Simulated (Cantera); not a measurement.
Charge: 1 mol N₂O, 0.047 mol H₂O, 0.24 mol O₂, at 1275 K and 1000 Pa.

These are equilibrium values from Cantera (NASA tables, ideal gas, pure condensed phases), not measurements of a reactor. Candidate condensed phases: H₂O; 24 gas species. Kinetics and transport are ignored.

Base state: N₂ 0.559, O₂ 0.414, H₂O 0.0263, NO 0.000397, OH 1.50e-5 (mole fractions); condensed: gas only.

Task: What changes in the equilibrium state with this change: temperature from 1275 K to 2848 K?

Result: 
| species | before | after |
|---|---|---|
| N₂ | 0.559 | 0.452 |
| O | 7.18e-7 | 0.286 |
| O₂ | 0.414 | 0.192 |
| H | 1.11e-9 | 0.0267 |
| OH | 1.50e-5 | 0.0131 |
| NO | 0.000397 | 0.0284 |
| H₂O | 0.0263 | 0.00128 |
| H₂ | 2.26e-8 | 0.000762 |
| N | <1e-9 | 3.34e-5 |

Task: What changes in the equilibrium state with this change: temperature from 1275 K to 1775 K?

Result: 
| species | before | after |
|---|---|---|
| N₂ | 0.559 | 0.557 |
| O₂ | 0.414 | 0.411 |
| H₂O | 0.0263 | 0.0257 |
| NO | 0.000397 | 0.00449 |
| H | 1.11e-9 | 1.20e-5 |
| O | 7.18e-7 | 0.000614 |
| H₂ | 2.26e-8 | 1.71e-5 |
| OH | 1.50e-5 | 0.00112 |
